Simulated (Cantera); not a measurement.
**Thermodynamics of carbon deposition, reforming and gasification, feed toluene + NH₃ + N₂ + O₂**

Input: 1 mol toluene, 0.065 mol NH₃, 0.87 mol N₂, 0.16 mol O₂, held at 6.75 Torr.

Cantera equilibrium calculation (NASA polynomials, part measured and part estimated; ideal gas, pure solids and liquids). Candidate condensed phases: C, C₆H₆, C₇H₈, C₈H₁₈, H₂O; 136 gas species. Kinetics and transport are ignored.

From 652 °C to 2152 °C the condensed part is C(graphite). The main C-bearing gas is CO throughout.

| T (°C) | x H₂ | x N₂ | x H | x CO | x HCN | x C₂H₂ (acetylene) | x HNC | n C(graphite) |
|---|---|---|---|---|---|---|---|---|
| 652 | 0.769 | 0.170 | 2.41e-9 | 0.0595 | 5.11e-7 | 9.76e-11 | 4.18e-10 | 6.68 |
| 802 | 0.770 | 0.170 | 1.36e-7 | 0.0601 | 5.73e-6 | 5.79e-9 | 1.41e-8 | 6.68 |
| 952 | 0.770 | 0.170 | 2.88e-6 | 0.0601 | 3.53e-5 | 1.25e-7 | 2.00e-7 | 6.68 |
| 1102 | 0.770 | 0.170 | 3.17e-5 | 0.0601 | 0.000146 | 1.37e-6 | 1.58e-6 | 6.68 |
| 1252 | 0.770 | 0.169 | 0.000219 | 0.0601 | 0.000454 | 9.31e-6 | 8.30e-6 | 6.68 |
| 1402 | 0.769 | 0.169 | 0.00107 | 0.0601 | 0.00115 | 4.46e-5 | 3.22e-5 | 6.67 |
| 1552 | 0.765 | 0.168 | 0.00406 | 0.0600 | 0.00248 | 0.000164 | 9.96e-5 | 6.66 |
| 1702 | 0.756 | 0.166 | 0.0125 | 0.0598 | 0.00473 | 0.000491 | 0.000257 | 6.65 |
| 1852 | 0.736 | 0.163 | 0.0328 | 0.0592 | 0.00810 | 0.00123 | 0.000570 | 6.62 |
| 2002 | 0.695 | 0.156 | 0.0746 | 0.0579 | 0.0126 | 0.00265 | 0.00111 | 6.57 |
| 2152 | 0.624 | 0.147 | 0.149 | 0.0557 | 0.0177 | 0.00487 | 0.00189 | 6.51 |
x: gas mole fraction; n: condensed amount in mol.
